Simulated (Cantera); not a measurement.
Input (Python, Cantera):

```python
import numpy as np
import cantera as ct

gas = ct.Solution("gri30.yaml", transport_model="mixture-averaged")
show = ['H2', 'CH3', 'NO']

rows = []
print(f"{'T/K':>7s}{'rho':>11s}{'cp':>10s}{'mu':>11s}{'lambda':>11s}{'Pr':>7s}" + "".join(f"{'D_' + s:>11s}" for s in show))
for T in [400, 600, 800, 1000, 1200, 1400, 1600, 1800, 2000]:
    gas.TPX = T, 11000, {'CH3OH': 0.65, 'H2O': 0.44, 'CO2': 0.37}
    Pr = gas.cp_mass * gas.viscosity / gas.thermal_conductivity
    D = [gas.mix_diff_coeffs_mole[gas.species_index(s)] for s in show]
    rows.append([gas.density, gas.cp_mass, gas.viscosity, gas.thermal_conductivity, Pr, *D])
    print(f"{T:7g}{gas.density:11.4e}{gas.cp_mass:10.1f}{gas.viscosity:11.4e}"
          f"{gas.thermal_conductivity:11.4e}{Pr:7.3f}" + "".join(f"{d:11.4e}" for d in D))
print("SI units: kg/m3, J/kg/K, Pa s, W/m/K, m2/s")
```

It prints:

```
    T/K        rho        cp         mu     lambda     Pr       D_H2      D_CH3       D_NO
    400 1.0203e-01    1415.7 1.5240e-05 2.9794e-02  0.724 1.0707e-03 2.9085e-04 2.6673e-04
    600 6.8018e-02    1715.7 2.2585e-05 5.2686e-02  0.735 2.1681e-03 6.1467e-04 5.5595e-04
    800 5.1014e-02    1952.7 2.9332e-05 7.7246e-02  0.741 3.5394e-03 1.0261e-03 9.2098e-04
   1000 4.0811e-02    2143.7 3.5519e-05 1.0203e-01  0.746 5.1556e-03 1.5141e-03 1.3528e-03
   1200 3.4009e-02    2293.0 4.1233e-05 1.2640e-01  0.748 6.9971e-03 2.0715e-03 1.8454e-03
   1400 2.9151e-02    2412.8 4.6552e-05 1.5005e-01  0.749 9.0496e-03 2.6932e-03 2.3945e-03
   1600 2.5507e-02    2508.4 5.1544e-05 1.7282e-01  0.748 1.1302e-02 3.3754e-03 2.9971e-03
   1800 2.2673e-02    2584.5 5.6263e-05 1.9467e-01  0.747 1.3746e-02 4.1153e-03 3.6505e-03
   2000 2.0406e-02    2645.2 6.0750e-05 2.1558e-01  0.745 1.6373e-02 4.9105e-03 4.3528e-03
SI units: kg/m3, J/kg/K, Pa s, W/m/K, m2/s
```

Computed with Cantera and GRI-Mech 3.0 (53 species, 325 reactions). Polar gases are described roughly by these parameters. The composition is frozen, though it would react at the higher temperatures.
